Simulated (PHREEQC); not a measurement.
Make-up at 25 °C: 16 mmol/kgw NaH2PO4. Closed to the air; pH follows from the charge balance.

Equilibrium calculation in PHREEQC: ion-association model, phreeqc.dat.

| quantity | before | after |
|---|---|---|
| pH | 4.67 | 4.59 |
| HPO4-2 (mol/kgw) | 6.68e-5 | 0.000126 |
| H3PO4 (mol/kgw) | 4.42e-5 | 0.000101 |
| NaHPO4- (mol/kgw) | 1.27e-6 | 4.09e-6 |

Question: What was changed between the two runs?
A. diluted 5-fold with water
B. temperature from 25 to 40 °C
C. diluted 10-fold with water
D. NaH2PO4 from 0.016 to 0.0016 mol/kgw
E. NaH2PO4 from 0.016 to 0.032 mol/kgw

Answer: E, NaH2PO4 from 0.016 to 0.032 mol/kgw

No solid was allowed to form.
